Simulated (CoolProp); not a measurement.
A closed Brayton cycle with nitrogen: compressor inlet 319.15 K and 3.7 MPa, high pressure 7.89 MPa, turbine inlet 680 K, compressor efficiency 0.89, turbine efficiency 0.9, recuperator effectiveness 0.95 (on enthalpy, no pinch check). Each further row changes one setting.

Values from CoolProp's reference Helmholtz-energy equation of state, Span 2000.

```tsv
case	thermal efficiency (%)	net work (kJ/kg)	compressor to turbine work	compressor exit (K)	turbine exit (K)
as stated	___	35.8	0.72	406.8	564.4
turbine inlet 630 K	20.7	26.4	0.78	406.8	521.9
compressor inlet 329.15 K	23.8	___	___	419.4	564.4
high pressure 6.71 MPa	27.7	32.1	0.69	___	587.4
recuperator effectiveness 0.5	16.6	35.8	0.72	406.8	564.4
```

### Question
Complete the blanks.

### Answer

- as stated, thermal efficiency (%): 25.8
- compressor inlet 329.15 K, net work (kJ/kg): 32.8
- compressor inlet 329.15 K, compressor to turbine work: 0.74
- high pressure 6.71 MPa, compressor exit (K): 386.4
